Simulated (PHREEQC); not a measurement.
## Nickel, zinc or cadmium bath: speciation

Make-up at 65 °C: 35 mmol/kgw NiSO4, 0.91 mmol/kgw H3BO3 and 95 mmol/kgw H2SO4. Closed to the air; pH follows from the charge balance.

All values are PHREEQC results (ion-association model, wateq4f.dat), not measurements.

| Quantity | Result |
|---|---|
| pH | 1.18 |
| ionic strength | 0.179 mol/kgw |
| total alkalinity | -190 meq/kg |

```json
[
 {"species": "HSO4-", "molality": "0.106", "activity": "0.0762", "log γ": "-0.143"},
 {"species": "H+", "molality": "0.0842", "activity": "0.0665", "log γ": "-0.103"},
 {"species": "Ni+2", "molality": "0.0265", "activity": "0.00767", "log γ": "-0.538"},
 {"species": "SO4-2", "molality": "0.0157", "activity": "0.00438", "log γ": "-0.554"},
 {"species": "NiSO4", "molality": "0.00851", "activity": "0.00887", "log γ": "0.018"},
 {"species": "H3BO3", "molality": "0.000910", "activity": "0.000948", "log γ": "0.018"},
 {"species": "Ni(SO4)2-2", "molality": "5.31e-6", "activity": "1.54e-6", "log γ": "-0.538"}
]
```

This is a speciation only: nothing precipitates in the calculation. Constants without temperature data keep their 25 °C values here.
